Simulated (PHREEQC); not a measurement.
CaCl2 is added in steps, without added water, to 1 kg of water holding 0.26 mol/kgw HF, 0.057 mol/kgw KOH and 0.0094 mol/kgw NaCl, at 20 °C. O2 is buffered at 0.21 atm. CO2 from the air is kept out. Only these solids could form: Fluorite, Portlandite, Halite.

Base run: PHREEQC, ion-association model, wateq4f.dat. Each further column changes one thing. The table gives F in solution (mol/kgw).

| CaCl2 added (mol) | base | Debye-Hückel limiting law | database phreeqc.dat | all activity coefficients set to 1 | metal-ligand complexes left out |
|---|---|---|---|---|---|
| 0 | 0.260 | 0.260 | 0.260 | 0.260 | 0.260 |
| 0.078 | 0.104 | 0.104 | 0.104 | 0.104 | 0.104 |
| 0.156 | 0.0102 | 0.0146 | 0.00964 | 0.00763 | 0.0102 |
| 0.234 | 0.00534 | 0.00992 | 0.00515 | 0.00404 | 0.00533 |
| 0.286 | 0.00424 | 0.00918 | 0.00411 | 0.00332 | 0.00423 |
| 0.364 | 0.00327 | 0.00881 | 0.00318 | 0.00272 | 0.00326 |
| 0.442 | 0.00265 | 0.00881 | 0.00258 | 0.00236 | 0.00264 |
| 0.52 | 0.00221 | 0.00899 | 0.00215 | 0.00212 | 0.00219 |

The ionic strength passes 0.7 mol/kgw, the rough limit of the ion-association models, in part of: base; Debye-Hückel limiting law; database phreeqc.dat; all activity coefficients set to 1; metal-ligand complexes left out. wateq4f.dat counts part of the HF as a dimer, H2F2, which phreeqc.dat doesn't know; its constant is uncertain. phreeqc.dat and wateq4f.dat share most of their constants, so their agreement is no independent check. Solids allowed in the column 'database phreeqc.dat': Fluorite, Halite, Sylvite.
